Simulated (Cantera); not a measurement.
A Cantera script and what it prints.

```python
import numpy as np
import cantera as ct

gas_names = """
    CL CL2 H HCL H2 Si SiCL SiCL2 SiCL3 SiCL4 SiH SiHCL3 SiH2 SiH2CL2 SiH3 SiH3CL SiH4 Si2 Si3
""".split()
cond_names = """
    Si(cr) Si(L)
""".split()


# ... load() reads the species with a 1 bar reference pressure and builds the phases ...
atoms = {
    'Si': {'Si': 1},
    'HCl': {'H': 1, 'CL': 1},
    'H2': {'H': 2},
}
top_T = {}  # K; cautious upper limits of use, not melting points


# ... equilibrate(T, P, feed) seeds the gas with the atoms and calls Mixture.equilibrate('TP', solver="vcs", rtol=1e-11, max_steps=5000) ...
results = []
feed = {'Si': 1, 'HCl': 4, 'H2': 5.6}  # mol
T = 798  # K
P = 21000  # Pa
mix = equilibrate(T, P, feed)
results.append((T, P, feed, dict(zip(mix.species_names, mix.species_moles))))
x = sorted(zip(gas.X, gas.species_names), reverse=True)
print(f"T = {T:g} K  P = {P:g} Pa  gas = {mix.phase_moles(0):.4g} mol")
print("   x: " + "  ".join(f"{s} {v:.3e}" for v, s in x if v > 0.001))
print("   condensed (mol): " + ("  ".join(f"{mix.phase(i).name} {mix.phase_moles(i):.4g}"
      for i in range(1, mix.n_phases) if mix.phase_moles(i) > 1e-12) or "none"))
```

Output:

```
T = 798 K  P = 21000 Pa  gas = 8.6 mol
   x: H2 8.746e-01  SiCL4 1.072e-01  HCL 9.155e-03  SiHCL3 9.018e-03
   condensed (mol): none
```

Method: chemical equilibrium by Gibbs-energy minimisation in Cantera with the NASA 1993 tables (ideal gas, pure condensed phases). The tables' values for SiCl3 are old estimates; treat these amounts as uncertain.
